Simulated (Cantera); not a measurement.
An isothermal plug-flow reactor at 775 K and 0.987 atm (inlet), inlet velocity 0.97 m/s, active area per volume 130 1/m; feed H2 : O2 : N2 = 0.0027 : 0.18 : 0.79 (molar parts).

Cantera simulation using Deutschmann's 1995 Pt surface mechanism with GRI-Mech 3.0 gas chemistry; the numbers are that mechanism's predictions, not measurements. Catalytic surfaces can have several steady states; this one follows from the mechanism file's or the stated starting coverage. Mass transfer to the wall is taken as infinitely fast.

Task: What does this change do: temperature 775 to 823 K?

Result: 
```json
[
 {"quantity": "x(H2) at z = 0.018 m", "before": "0.000342", "after": "8.89e-5"},
 {"quantity": "x(O2) at z = 0.018 m", "before": "0.184", "after": "0.184"},
 {"quantity": "x(H2O) at z = 0.018 m", "before": "0.00244", "after": "0.00269"},
 {"quantity": "θ(free Pt) at the exit", "before": "0.0216", "after": "0.0381"},
 {"quantity": "θ(O*) at the exit", "before": "0.977", "after": "0.961"}
]
```
